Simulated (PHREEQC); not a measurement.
Consider water at 25 °C with 4.4 mmol/kgw TMAH, 4.6 mmol/kgw K2SiO3 and 0.18 mmol/kgw K2CO3. Closed to the air; pH follows from the charge balance.

All values are PHREEQC results (ion-association model, phreeqc.dat), not measurements.

```
quantity                    before     after
------------------------  --------  --------
pH                           11.88     11.97
ionic strength (mol/kgw)    0.0144    0.0167
H2SiO4-2 (mol/kgw)        0.000311  0.000385
H4SiO4 (mol/kgw)           3.34e-5   2.65e-5
HCO3- (mol/kgw)            3.49e-6   2.78e-6
SI of Quartz (SiO2)          -0.49     -0.59
```

Which change was made?
A. temperature from 25 to 35 °C
B. diluted 2-fold with water
C. K2CO3 from 0.00018 to 0.0018 mol/kgw
D. diluted 100-fold with water
E. TMAH from 0.0044 to 0.0066 mol/kgw

E, TMAH from 0.0044 to 0.0066 mol/kgw

This is a speciation only: nothing precipitates in the calculation. (CH3)4N+ isn't in the database: it is added as a free cation with an ion size of 4 Å.
